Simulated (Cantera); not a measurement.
An adiabatic, constant-pressure homogeneous reactor starts with CO : H2 : O2 : N2 : CO2 = 1 : 0.75 : 0.417 : 1.57 : 0.25 (molar parts), equivalence ratio 2.1, at 1250 K and 5.00 bar. Integrator tolerance rtol = 1e-08.

Model: GRI-Mech 3.0 (53 species, 325 reactions), integrated in Cantera. The hydrogen kinetics of GRI-Mech 3.0 are dated; newer H2 mechanisms differ, most at raised pressure.

Task: What does this change do: CO 1 to 0.39 parts?

Result: 
```json
[
 {"quantity": "time of steepest temperature rise", "before": "13.7 µs", "after": "12.1 µs"},
 {"quantity": "temperature at 7.00 s", "before": "2636 K", "after": "2734 K"},
 {"quantity": "equilibrium temperature", "before": "2636 K", "after": "2734 K"},
 {"quantity": "x(CO) at 7.00 s", "before": "0.216 (gas-phase equilibrium 0.216)", "after": "0.0935 (gas-phase equilibrium 0.0935)"},
 {"quantity": "x(H2) at 7.00 s", "before": "0.0410 (gas-phase equilibrium 0.0410)", "after": "0.0250 (gas-phase equilibrium 0.0250)"},
 {"quantity": "x(O2) at 7.00 s", "before": "0.000403 (gas-phase equilibrium 0.000403)", "after": "0.00430 (gas-phase equilibrium 0.00430)"},
 {"quantity": "x(NO2) at 7.00 s", "before": "7.18e-8 (gas-phase equilibrium 7.18e-8)", "after": "8.88e-7 (gas-phase equilibrium 8.88e-7)"},
 {"quantity": "x(NO) at 7.00 s", "before": "0.000945 (gas-phase equilibrium 0.000945)", "after": "0.00391 (gas-phase equilibrium 0.00391)"},
 {"quantity": "x(HO2) at 7.00 s", "before": "3.52e-7 (gas-phase equilibrium 3.52e-7)", "after": "2.97e-6 (gas-phase equilibrium 2.97e-6)"},
 {"quantity": "x(CO2) at 7.00 s", "before": "0.132 (gas-phase equilibrium 0.132)", "after": "0.119 (gas-phase equilibrium 0.119)"}
]
```

Task: What does this change do: initial temperature 1250 to 1400 K?

Result: 
| quantity | before | after |
|---|---|---|
| time of steepest temperature rise | 13.7 µs | 5.74 µs |
| temperature at 7.00 s | 2636 K | 2732 K |
| equilibrium temperature | 2636 K | 2732 K |
| x(CO) at 7.00 s | 0.216 (gas-phase equilibrium 0.216) | 0.218 (gas-phase equilibrium 0.218) |
| x(H2) at 7.00 s | 0.0410 (gas-phase equilibrium 0.0410) | 0.0403 (gas-phase equilibrium 0.0403) |
| x(O2) at 7.00 s | 0.000403 (gas-phase equilibrium 0.000403) | 0.000907 (gas-phase equilibrium 0.000907) |
| x(NO2) at 7.00 s | 7.18e-8 (gas-phase equilibrium 7.18e-8) | 1.71e-7 (gas-phase equilibrium 1.71e-7) |
| x(NO) at 7.00 s | 0.000945 (gas-phase equilibrium 0.000945) | 0.00164 (gas-phase equilibrium 0.00164) |
| x(HO2) at 7.00 s | 3.52e-7 (gas-phase equilibrium 3.52e-7) | 7.97e-7 (gas-phase equilibrium 7.97e-7) |
| x(CO2) at 7.00 s | 0.132 (gas-phase equilibrium 0.132) | 0.129 (gas-phase equilibrium 0.129) |
